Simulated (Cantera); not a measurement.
# Catalytic combustion on Pt

An isothermal plug-flow reactor at 725 K and 101000 Pa (inlet), inlet velocity 0.11 m/s, active area per volume 3200 1/m; feed 1.70 % CO, 6.91 % O₂, 89.5 % N₂, 1.93 % H₂O, equivalence ratio 0.12.

Computed with Cantera and Deutschmann's 1995 Pt surface mechanism with GRI-Mech 3.0 gas chemistry. Catalytic surfaces can have several steady states; this one follows from the mechanism file's or the stated starting coverage. Mass transfer to the wall is taken as infinitely fast.

```tsv
z (m)	x CO	x O₂	x H₂O	x CO₂	θ free Pt	θ O*	θ OH*	θ CO*
3.6e-05	0.0120	0.0668	0.0193	0.00501	0.0710	0.0149	0.000752	0.913
6.5e-05	0.00335	0.0627	0.0194	0.0138	0.0439	0.947	0.00473	0.00478
0.00012	0.00227	0.0622	0.0194	0.0148	0.0229	0.973	0.00347	0.000862
0.00021	0.00160	0.0619	0.0194	0.0155	0.0193	0.977	0.00318	0.000426
0.00036	0.00102	0.0616	0.0194	0.0161	0.0172	0.980	0.00302	0.000219
0.00065	0.000503	0.0613	0.0194	0.0166	0.0159	0.981	0.00290	9.11e-5
0.0012	0.000154	0.0612	0.0194	0.0170	0.0151	0.982	0.00283	2.52e-5
0.0021	2.47e-5	0.0611	0.0194	0.0171	0.0149	0.982	0.00281	3.92e-6
0.0036	1.22e-6	0.0611	0.0194	0.0171	0.0149	0.982	0.00280	1.93e-7
```
x: gas mole fraction; θ: surface coverage.
